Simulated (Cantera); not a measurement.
A perfectly stirred reactor is fed with 5.91 % CH4, 19.8 % O2, 74.3 % N2, equivalence ratio 0.60, at 360000 Pa; it is adiabatic with a 625 K inlet, and is followed from long to short residence time, starting on the burning branch (τ in s: 0.21, 0.11, 0.053, 0.027, 0.014, 0.0069, 0.0035, 0.0018, 0.0009, 0.00045, 0.00023, 0.00012, 5.9e-05).

Detailed kinetics in Cantera: GRI-Mech 3.0 (53 species, 325 reactions).

x: mole fraction; the columns are a selection and need not sum to one.

```csv
τ (s),T (K),x CH4,x O2,x C2H6,x CH2CO,x C2H2,x HCO
0.21,1918,1.92e-6,0.0792,1.06e-11,4.65e-11,8.72e-11,1.88e-9
0.11,1918,3.46e-6,0.0792,3.31e-11,1.38e-10,2.61e-10,3.60e-9
0.053,1917,6.43e-6,0.0793,1.08e-10,4.49e-10,7.86e-10,7.48e-9
0.027,1915,1.09e-5,0.0793,2.86e-10,1.22e-9,1.86e-9,1.48e-8
0.014,1913,?,0.0793,6.57e-10,?,?,?
0.0069,1908,?,0.0794,?,?,?,?
0.0035,1902,4.54e-5,0.0796,2.91e-9,1.52e-8,1.13e-8,1.19e-7
0.0018,1893,7.06e-5,0.0798,5.54e-9,3.09e-8,1.74e-8,2.36e-7
0.00090,1879,0.000113,0.0803,1.08e-8,6.31e-8,2.65e-8,4.84e-7
0.00045,1859,0.000185,0.0811,2.20e-8,1.29e-7,4.06e-8,9.89e-7
0.00023,1829,0.000310,0.0826,4.91e-8,2.70e-7,6.56e-8,1.97e-6
0.00012,1784,0.000561,0.0852,1.38e-7,6.32e-7,1.24e-7,3.84e-6
5.9e-5,1674,0.00180,0.0939,1.89e-6,4.24e-6,7.05e-7,7.98e-6
```

Question: Complete the blanks.

Answer: 
- 0.014, x CH4: 1.76e-5
- 0.014, x CH2CO: 2.96e-9
- 0.014, x C2H2: 3.71e-9
- 0.014, x HCO: 2.87e-8
- 0.0069, x CH4: 2.88e-5
- 0.0069, x C2H6: 1.45e-9
- 0.0069, x CH2CO: 7.06e-9
- 0.0069, x C2H2: 6.87e-9
- 0.0069, x HCO: 5.91e-8
